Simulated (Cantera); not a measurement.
Charge: 1 mol Al(CH₃)₃, 23 mol O₂, 40 mol H₂, at 1075 K and 10.0 mbar.

These are equilibrium values from Cantera (NASA tables, ideal gas, pure condensed phases), not measurements of a reactor. Candidate condensed phases: Al, Al₂O₃, C, C₆H₆, C₇H₈, C₈H₁₈, H₂O; 121 gas species. The feed counts by its element totals alone. Kinetics and transport are ignored.

Base state: H₂O 0.818, H₂ 0.119, CO₂ 0.0556, CO 0.00751 (mole fractions); condensed: Al₂O₃(s).

### Question
What changes in the equilibrium state with this change: temperature from 1075 K to 1750 K?

### Answer
| species | before | after |
|---|---|---|
| H₂O | 0.818 | 0.830 |
| H₂ | 0.119 | 0.106 |
| CO₂ | 0.0556 | 0.0431 |
| CO | 0.00751 | 0.0200 |
| OH | 1.32e-9 | 0.000347 |
| H | 5.06e-8 | 0.000758 |
| Al₂O₃(s), mol | 0.500 | 0.500 |
